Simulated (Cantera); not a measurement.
Charge: 1 mol C3H8, 0.64 mol NH3, at 1200 °C and 133 Pa.

Cantera equilibrium calculation (NASA polynomials, part measured and part estimated; ideal gas, pure solids and liquids). Candidate condensed phases: C, C6H6, C7H8, C8H18; 92 gas species. The numbers say what is thermodynamically allowed, not how fast it happens.

Base state: H2 0.939, N2 0.0605, H 0.000336, HCN 0.000208 (mole fractions); condensed: C(graphite).

Problem. What changes in the equilibrium state with this change: pressure from 133 Pa to 640000 Pa?

Solution. 
```tsv
species	before	after
H2	0.939	0.922
N2	0.0605	0.0614
CH4	3.45e-6	0.0160
NH3	2.01e-8	9.45e-5
C2H4	2.87e-9	1.33e-5
H	0.000336	4.81e-6
HCN	0.000208	0.000207
C(graphite), mol	3.00	2.92
```
